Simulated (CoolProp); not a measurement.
Vapour-liquid equilibrium of n-octane (1) + o-xylene (2) at 264 kPa; x and y are mole fractions of (1).

Model: multi-fluid Helmholtz-energy mixture model, Beckmüller 2019 and Zhou 2012; pair parameters Bell 2016, in CoolProp.

```tsv
x	bubble temperature (K)	y at the bubble point	dew temperature at overall composition x (K)	liquid density (mol/L)
0.05	456.3	0.077	456.8	6.750
0.125	454.2	0.183	455.3	6.585
0.2	452.2	0.279	453.8	6.426
0.275	450.4	0.368	452.3	6.272
0.35	448.7	0.450	450.8	6.122
0.425	447.1	0.527	449.3	5.978
0.5	445.6	0.599	447.7	5.838
0.575	444.2	0.667	446.1	5.702
0.65	442.9	0.731	444.6	5.571
0.725	441.6	0.793	443.0	5.444
0.8	440.3	0.852	441.4	5.321
0.875	439.1	0.909	439.8	5.202
0.95	438.0	0.964	438.3	5.086
```

No azeotrope shows between x = 0.05 and 0.95.

Pair parameters are fitted to limited data, so mixtures are less certain than the pure fluids.
